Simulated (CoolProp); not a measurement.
Properties of sulfur hexafluoride along the isotherm 158.85 °C.

Values from CoolProp's reference Helmholtz-energy equation of state, Guder 2009.

```
p (bar)          phase       Z  cp (kJ/(kg K))  speed of sound (m/s)  isothermal compressibility (1/MPa)  viscosity (µPa s)
-------  -------------  ------  --------------  --------------------  ----------------------------------  -----------------
1.19               gas  0.9964          0.8293                     …                               8.434               21.1
2.11               gas  0.9936          0.8305                     …                               4.770               21.1
3.75               gas  0.9886          0.8329                 161.0                               2.697               21.1
6.68               gas  0.9797          0.8372                 159.9                               1.528               21.3
11.9               gas  0.9639          0.8452                 157.9                              0.8718               21.5
21.1               gas  0.9360          0.8610                 154.4                              0.5061               22.0
37.5               gas  0.8874          0.8947                 148.9                              0.2993               23.4
66.8     supercritical  0.8094          0.9721                 143.0                              0.1784               27.6
119      supercritical  0.7434           1.089                 156.4                             0.08527               41.2
211      supercritical  0.8503           1.074                 227.4                                   …               71.6
375      supercritical   1.191           1.022                 340.8                            0.008583                117
```

Q: Some entries are withheld; supply them.

A: 
- 1.19, speed of sound (m/s): 162.0
- 2.11, speed of sound (m/s): 161.7
- 211, isothermal compressibility (1/MPa): 0.02566

Viscosity comes from a separate model (Quiñones-Cisneros 2012).
